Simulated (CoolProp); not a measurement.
The fluid at 293.15 K and 20.7 MPa is throttled through a valve to 6.27 MPa with no heat exchange. The same conditions are run with several fluids, on thermodynamics alone (safety and materials aside).

Model: reference Helmholtz-energy equation of state of each fluid (propane: Lemmon 2009; n-octane: Beckmüller 2019; R365MFC: Lemmon 2016; the fluoroketone C6F12O (FK-5-1-12): McLinden 2015; R21: Platzer 1990), in CoolProp. The equations of Platzer and Polt are older, rougher fits.

```tsv
fluid	temperature change (K)	final density (kg/m³)
propane	(withheld)	(withheld)
n-octane	(withheld)	703
R365MFC	+4.7	1270
the fluoroketone C6F12O (FK-5-1-12)	+4.5	(withheld)
R21	(withheld)	1380
```

Q: Fill in the missing entries.

A: 
- propane, temperature change (K): +3.7
- propane, final density (kg/m³): 509
- n-octane, temperature change (K): +6.4
- the fluoroketone C6F12O (FK-5-1-12), final density (kg/m³): 1630
- R21, temperature change (K): +5.5
